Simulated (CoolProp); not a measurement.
Vapour-liquid equilibrium of R1234ze(E) (1) + R227EA (2) at 27.6 kPa; x and y are mole fractions of (1).

Values from CoolProp's multi-fluid Helmholtz-energy mixture model, Thol 2016 and Lemmon 2016; pair parameters Bell 2023.

| x | bubble temperature, mixture model (°C) | bubble temperature, Raoult's law (°C) | y, mixture model | y, Raoult's law |
|---|---|---|---|---|
| 0.05 | -43.0 | -42.9 | 0.060 | 0.057 |
| 0.125 | -43.2 | -43.1 | 0.148 | 0.141 |
| 0.2 | -43.5 | -43.3 | 0.232 | 0.223 |
| 0.275 | -43.8 | -43.5 | 0.312 | 0.303 |
| 0.35 | -44.0 | -43.6 | 0.389 | 0.382 |
| 0.425 | -44.2 | -43.8 | 0.464 | 0.459 |
| 0.5 | -44.4 | -44.0 | 0.536 | 0.535 |
| 0.575 | -44.6 | -44.2 | 0.607 | 0.608 |
| 0.65 | -44.8 | -44.4 | 0.676 | 0.681 |
| 0.725 | -44.9 | -44.6 | 0.745 | 0.752 |
| 0.8 | -45.0 | -44.7 | 0.813 | 0.821 |
| 0.875 | -45.1 | -44.9 | 0.882 | 0.889 |
| 0.95 | -45.2 | -45.1 | 0.952 | 0.956 |

The largest gap from Raoult's law is -0.4 K in bubble temperature, at x = 0.5. No azeotrope shows between x = 0.05 and 0.95.

The pair parameters rest on a limited set of measurements; away from them the model extrapolates.
